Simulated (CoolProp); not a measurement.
Vapour-liquid equilibrium of carbon dioxide (1) + CH3F (R41) (2) at -30.45 °C; x and y are mole fractions of (1).

Model: multi-fluid Helmholtz-energy mixture model, Span 1996 and Lemmon 2006; pair parameters Bell 2016, in CoolProp.

| x | bubble pressure, mixture model (MPa) | bubble pressure, Raoult's law (MPa) | y, mixture model | y, Raoult's law |
|---|---|---|---|---|
| 0.05 | 0.8362 | 0.8377 | 0.077 | 0.084 |
| 0.125 | 0.8776 | 0.8825 | 0.182 | 0.199 |
| 0.2 | 0.9182 | 0.9274 | 0.279 | 0.303 |
| 0.275 | 0.9586 | 0.9723 | 0.368 | 0.398 |
| 0.35 | 0.9991 | 1.017 | 0.452 | 0.484 |
| 0.425 | 1.040 | 1.062 | 0.531 | 0.563 |
| 0.5 | 1.082 | 1.107 | 0.606 | 0.635 |
| 0.575 | 1.126 | 1.152 | 0.677 | 0.702 |
| 0.65 | 1.171 | 1.197 | 0.744 | 0.764 |
| 0.725 | 1.218 | 1.242 | 0.807 | 0.821 |
| 0.8 | 1.267 | 1.287 | 0.866 | 0.874 |
| 0.875 | 1.318 | 1.331 | 0.920 | 0.924 |
| 0.95 | 1.370 | 1.376 | 0.970 | 0.971 |

The largest gap from Raoult's law is -2.3 % in bubble pressure, at x = 0.575. No azeotrope shows between x = 0.05 and 0.95.

Pair parameters are fitted to limited data, so mixtures are less certain than the pure fluids.
